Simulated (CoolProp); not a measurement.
Saturated liquid density (kg/m³) of R13: the reference equation beside estimates from Tc = 303.0 K, pc = 3.973 MPa, ω = 0.175. Rackett uses Z = 0.29056 − 0.08775 ω.

Model: reference Helmholtz-energy equation of state, Platzer 1990, in CoolProp. This equation is an older, rougher fit; its heat capacities, sound speeds and derivatives of the liquid may be far off and weren't checked against measurements.

| T (K) | reference | Rackett | van der Waals | Soave-Redlich-Kwong | Peng-Robinson |
|---|---|---|---|---|---|
| 212.4 | 1438 | 1492 | 939.4 | 1396 | 1581 |
| 216.3 | 1422 | 1475 | 928.7 | 1378 | 1561 |
| 220.1 | 1406 | 1459 | 918.1 | 1360 | 1541 |
| 224 | 1389 | 1441 | 906.8 | 1340 | 1519 |
| 227.9 | 1371 | 1423 | 895.2 | 1320 | 1497 |
| 231.7 | 1354 | 1405 | 883.6 | 1300 | 1474 |
| 235.6 | 1335 | 1386 | 871.4 | 1278 | 1450 |
| 239.5 | 1317 | 1366 | 858.7 | 1256 | 1425 |
| 243.3 | 1298 | 1347 | 846.0 | 1233 | 1399 |
| 247.2 | 1278 | 1326 | 832.5 | 1208 | 1371 |
| 251.1 | 1257 | 1305 | 818.4 | 1183 | 1342 |

Absolute difference from the reference over all 11 rows, mean and median: Rackett 3.8 and 3.8 %, van der Waals 34.8 and 34.7 %, Soave-Redlich-Kwong 4.2 and 4.0 %, Peng-Robinson 8.7 and 8.9 %.
